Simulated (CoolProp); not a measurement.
Properties of CH2F2 (R32) along the isobar 26 MPa (Tc = 351.3 K, pc = 5.783 MPa, ω = 0.277).

The numbers come from the reference Helmholtz-energy equation of state, Tillner-Roth 1997 in CoolProp.

```csv
T (K),phase,cp (kJ/(kg K)),viscosity (µPa s)
155.7,liquid,1.552,___
172.5,liquid,1.535,836
189.4,liquid,___,___
206.2,liquid,1.523,457
223.1,liquid,1.528,360
239.9,liquid,1.539,292
256.8,liquid,1.557,240
273.6,liquid,1.580,___
290.5,liquid,___,169
307.3,liquid,1.645,144
324.2,liquid,___,124
341,liquid,___,107
357.9,supercritical,1.793,93.3
374.7,supercritical,1.854,___
391.6,supercritical,1.918,72.5
```

### Question
What belongs in the gaps?

### Answer

- 155.7, viscosity (µPa s): 1270
- 189.4, cp (kJ/(kg K)): 1.526
- 189.4, viscosity (µPa s): 601
- 273.6, viscosity (µPa s): 201
- 290.5, cp (kJ/(kg K)): 1.610
- 324.2, cp (kJ/(kg K)): 1.688
- 341, cp (kJ/(kg K)): 1.736
- 374.7, viscosity (µPa s): 81.9

Viscosity comes from a separate model (Bell 2016), an estimate that may be off by 10 % or more.
